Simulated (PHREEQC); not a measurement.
## Hard or scaling water: speciation

Solution (20 °C): 0.0043 mol CaCl2, 0.00071 mol CO2 and 0.0025 mol KCl per kg of water. Closed to the air; pH follows from the charge balance.

All values are PHREEQC results (ion-association model, phreeqc.dat), not measurements.

This is a speciation only: nothing precipitates in the calculation.

Question: What pH does the model give?

Answer: pH 4.76.

Question: In which forms is C present?

Answer: CO2 97 %, HCO3- 2.6 % of the C.

Species that the database lacks are ignored.
